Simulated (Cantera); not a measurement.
Charge: 1 mol Fe2O3, 2200 mol H2, 4.1 mol H2O.

Method: chemical equilibrium by Gibbs-energy minimisation in Cantera with the NASA 1993 tables (ideal gas, pure condensed phases). Candidate condensed phases: Fe, FeO, Fe(OH)2, Fe(OH)3, Fe2O3, Fe3O4, H2O; 12 gas species. Rates play no part.

What condenses at these points (T in °C, P in Pa): (1225, 56000); (1075, 240000); (1325, 42); (1425, 13000); (1275, 180)?


| T (°C) | P in Pa | condensed phases | Fe condensed (%) |
|---|---|---|---|
| 1225 | 56000 | Fe | 100.0 |
| 1075 | 240000 | Fe | 100.0 |
| 1325 | 42 | gas only | 0.0 |
| 1425 | 13000 | Fe | 94.8 |
| 1275 | 180 | Fe | 75.3 |
